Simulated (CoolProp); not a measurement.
CHF3 (R23) at several states: density (kg/m³) from the reference equation and from simpler models built on Tc = 26.1 °C, pc = 48.32 bar, ω = 0.263; each cubic takes its own stable root.

Model: reference Helmholtz-energy equation of state, Penoncello 2003, in CoolProp.

```json
[
 {"T (°C)": "32.45", "p (bar)": "4.89", "phase": "gas", "reference": "13.96"},
 {"T (°C)": "1.25", "p (bar)": "8.41", "phase": "gas", "reference": "28.40"},
 {"T (°C)": "94.85", "p (bar)": "0.649", "phase": "gas", "reference": "1.489"},
 {"T (°C)": "-88.95", "p (bar)": "105", "phase": "liquid", "reference": "1494"},
 {"T (°C)": "59.15", "p (bar)": "0.387", "phase": "gas", "reference": "0.9827"}
]
```

### Question
How far does each simpler model (Redlich-Kwong, Soave-Redlich-Kwong, Peng-Robinson) lie from the reference over these 5 states: mean and median of the absolute difference, and the worst?

### Answer
- Redlich-Kwong: mean 3.5 %, median 0.1 %, worst -16.3 % at -88.95 °C and 105 bar
- Soave-Redlich-Kwong: mean 3.0 %, median 0.2 %, worst -14.1 % at -88.95 °C and 105 bar
- Peng-Robinson: mean 0.7 %, median 0.0 %, worst -3.3 % at -88.95 °C and 105 bar
